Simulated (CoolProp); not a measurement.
Model: reference Helmholtz-energy equation of state, Schmidt 1985, in CoolProp. Above 300 K oxygen's equation is extrapolated.

Q: For oxygen, give the phase and the density (kg/m³), Joule-Thomson coefficient (K/MPa), expansivity (1/kK), fugacity coefficient at 105.5 K and 6700 kPa; 137.5 K and 6700 kPa.

A: 
- 105.5 K and 6700 kPa: liquid; density 1080, Joule-Thomson coefficient -0.271, expansivity 4.73, fugacity coefficient 0.0671
- 137.5 K and 6700 kPa: liquid; density 884, Joule-Thomson coefficient 0.121, expansivity 8.88, fugacity coefficient 0.328
